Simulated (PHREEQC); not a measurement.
Solution (20 °C): 22 mmol/kgw HF, 120 mmol/kgw (CH3)4NF and 0.57 mmol/kgw H2SiF6. Closed to the air; pH follows from the charge balance.

Model: ion-association model, wateq4f.dat, run in PHREEQC.

Each row changes one thing in this solution. This is a speciation only: nothing precipitates in the calculation.

| case | pH | ionic strength (mol/kgw) | F- (mol/kgw) | HF (mol/kgw) | HF2- (mol/kgw) | H2F2 (mol/kgw) | SI of Quartz (SiO2) |
|---|---|---|---|---|---|---|---|
| as made | 3.87 | 0.121 | 0.113 | 0.0151 | 0.00643 | 0.000729 | -8.09 |
| (CH3)4NF left out | 2.38 | 0.00505 | 0.00315 | 0.0167 | 0.000194 | 0.000872 | -4.98 |
| HF from 0.022 to 0.044 mol/kgw | 3.58 | 0.121 | 0.108 | 0.0282 | 0.0115 | 0.00255 | ? |
| diluted 10-fold with water | 3.85 | 0.0122 | 0.0120 | 0.00204 | 9.01e-5 | 1.30e-5 | -3.51 |
| H2SiF6 from 0.00057 to 0.000627 mol/kgw | 3.87 | 0.121 | 0.113 | 0.0152 | 0.00645 | 0.000736 | -8.06 |
| diluted 2-fold with water | ? | 0.0604 | 0.0577 | 0.00896 | 0.00193 | 0.000254 | -6.84 |

### Question
Complete the blanks.

### Answer

- HF from 0.022 to 0.044 mol/kgw, SI of Quartz (SiO2): -9.14
- diluted 2-fold with water, pH: 3.84

(CH3)4N+ isn't in the database: it is added as a free cation with an ion size of 4 Å. SiF6-2 is the database's only silicon fluoride.
